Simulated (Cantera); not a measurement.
N2O furnace oxynitridation

An isothermal, constant-pressure homogeneous reactor starts with 90.9 % N2O, 9.09 % H2O, at 1450 K and 0.100 bar.

Detailed kinetics in Cantera: GRI-Mech 3.0 (53 species, 325 reactions). GRI-Mech 3.0 was tuned for natural gas; its chemistry of N2O as a main component is partial and can be far from experiment. The temperature is held fixed by assumption; the heat of reaction is taken as removed at once.

| t (s) | x N2O | x H2O | x H2 | x O | x NO | x H |
|---|---|---|---|---|---|---|
| 5.00e-6 | 0.909 | 0.0909 | <1e-12 | 9.18e-6 | 3.36e-7 | 1.98e-11 |
| 2.46e-5 | 0.909 | 0.0909 | 1.53e-10 | 3.22e-5 | 6.47e-6 | 2.77e-9 |
| 0.000121 | 0.908 | 0.0909 | 3.82e-8 | 5.24e-5 | 7.12e-5 | 5.87e-8 |
| 0.000592 | 0.906 | 0.0907 | 1.43e-6 | 5.28e-5 | 0.000420 | 2.47e-7 |
| 0.00291 | 0.892 | 0.0902 | 4.57e-6 | 5.31e-5 | 0.00206 | 3.08e-7 |
| 0.0143 | 0.830 | 0.0883 | 2.84e-6 | 5.11e-5 | 0.00945 | 2.99e-7 |
| 0.0701 | 0.598 | 0.0810 | 2.21e-6 | 4.73e-5 | 0.0372 | 3.22e-7 |
| 0.344 | 0.162 | 0.0674 | 2.87e-6 | 3.97e-5 | 0.0870 | 4.68e-7 |
| 1.69 | 0.00229 | 0.0625 | 8.16e-7 | 7.64e-6 | 0.101 | 6.16e-8 |
| 8.30 | 2.20e-6 | 0.0625 | 3.69e-7 | 3.28e-6 | 0.101 | 1.83e-8 |
| 40.7 | 2.19e-6 | 0.0625 | 3.69e-7 | 3.28e-6 | 0.101 | 1.83e-8 |
| 200 | 2.11e-6 | 0.0625 | 3.68e-7 | 3.29e-6 | 0.0989 | 1.83e-8 |
x: mole fraction; the columns are a selection and need not sum to one.

Equilibrium at this temperature and pressure: N2O 1.82e-8, H2O 0.0625, H2 3.37e-7, O 3.57e-6, NO 0.00104, H 1.75e-8 (gas phase only).
